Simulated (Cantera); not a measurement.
A freely propagating, adiabatic, planar premixed flame of CH4 : O2 : N2 = 1 : 2.9 : 10.9 (molar parts), equivalence ratio 0.69, unburnt at 375 K and 0.148 atm; mixture-averaged transport, grid criteria slope 0.08 and curve 0.16, no radiation.

Computed with Cantera and GRI-Mech 3.0 (53 species, 325 reactions). Burning velocities carry a grid error of a few per cent, more on coarse grids.

Task: How do the results move with these cheaper or finer settings: unity-Lewis-number transport; multicomponent transport; multicomponent+Soret transport; grid criteria slope 0.5, curve 1; grid criteria slope 0.25, curve 0.5; grid criteria slope 0.03, curve 0.06?

Result: 
```
setting                               laminar burning velocity  thermal thickness  peak x(HO2)  peak x(O)  grid points
------------------------------------  ------------------------  -----------------  -----------  ---------  -----------
as above                                             56.1 cm/s            2.51 mm     0.000115    0.00619          142
unity-Lewis-number transport                         43.3 cm/s            2.75 mm     0.000100    0.00703          133
multicomponent transport                             56.3 cm/s            2.54 mm     0.000116    0.00621          142
multicomponent+Soret transport                       55.4 cm/s            2.54 mm     0.000115    0.00620          142
grid criteria slope 0.5, curve 1                     61.5 cm/s            2.81 mm     0.000112    0.00650           40
grid criteria slope 0.25, curve 0.5                  57.9 cm/s            2.63 mm     0.000114    0.00630           60
grid criteria slope 0.03, curve 0.06                 55.2 cm/s            2.50 mm     0.000116    0.00610          328
```
The base run took very roughly 18 core-seconds.
Unity Lewis numbers drop preferential diffusion, which matters most where H2 and H carry the flame; Soret adds thermal diffusion.
